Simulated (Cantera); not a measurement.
A diamond (100) surface in a fixed gas of H2 with x(CH4) = 0.03, x(CH3) = 0.00031, at 900 K, 113 Torr; coverages are run to steady state.

Detailed kinetics in Cantera: the Harris–Goodwin 1993 mechanism for the reconstructed diamond (100) surface.

One state of this run: growth (µm/h) = 14.9; θ c6HH = 0.690; θ c6H* = 0.0137; θ c6*H = 0.289; θ c6** = 0.00471; θ c6HM = 0.00222. θ: site fractions in the mechanism's names (c6HH fully hydrogenated, c6H* and c6*H radical sites, c6** diradical, c6HM methylated).

### Question
Which value of x(H) does it belong to?
A. 0.051
B. 0.021
C. 0.12
D. 0.0085

### Answer
C, 0.12
